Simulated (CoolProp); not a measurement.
Vapour pressure (MPa) of carbon dioxide: the reference equation beside estimates from Tc = 304.1 K, pc = 7.377 MPa, ω = 0.224. Clausius-Clapeyron is anchored at 241.8 K with a constant enthalpy of vaporisation of 13.47 kJ/mol.

The numbers come from the reference Helmholtz-energy equation of state, Span 1996 in CoolProp.

```tsv
T (K)	reference	Clausius-Clapeyron	Soave-Redlich-Kwong	Peng-Robinson
226.8	0.7893	0.8757	0.7905	0.7834
230.5	[?]	0.9821	0.9116	0.9025
234.3	1.048	1.101	1.050	1.039
238.1	1.200	1.229	1.204	1.190
241.8	1.364	1.364	1.369	1.352
245.6	1.549	1.513	1.555	1.536
249.3	1.746	1.669	1.754	1.732
253.1	1.967	1.840	1.977	1.952
256.8	2.201	2.018	[?]	2.186
260.6	[?]	2.212	2.478	2.447
264.3	2.736	2.413	2.757	2.724
268.1	3.042	2.632	3.067	3.031
```

### Question
Fill in the missing entries.

### Answer

- 230.5, reference: 0.9100
- 256.8, Soave-Redlich-Kwong: 2.214
- 260.6, reference: 2.461

Absolute difference from the reference over all 12 rows, mean and median: Clausius-Clapeyron 6.9 and 7.2 %, Soave-Redlich-Kwong 0.5 and 0.4 %, Peng-Robinson 0.7 and 0.8 %.
